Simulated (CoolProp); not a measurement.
Carbon dioxide at 298.15 K and 9.37 MPa flows at 0.084 m/s in a round tube of 25 mm bore and 15 µm roughness, fully developed (64/Re and Nu = 3.66 if laminar; Colebrook and Gnielinski if turbulent). Each further row changes one setting.

Computed with CoolProp (reference Helmholtz-energy equation of state, Span 1996).

```csv
case,Reynolds number,Darcy friction factor,pressure drop (Pa/m),heat-transfer coefficient (W/(m² K)),mass flow (kg/h)
as stated,23300,0.0263,2.99,402,120
velocity 0.168 m/s,46600,0.0231,10.5,740,240
diameter 50 mm,46600,0.0222,1.26,358,479
```

Viscosity comes from a separate model (Laesecke 2017). Thermal conductivity comes from a separate model (Huber 2016).
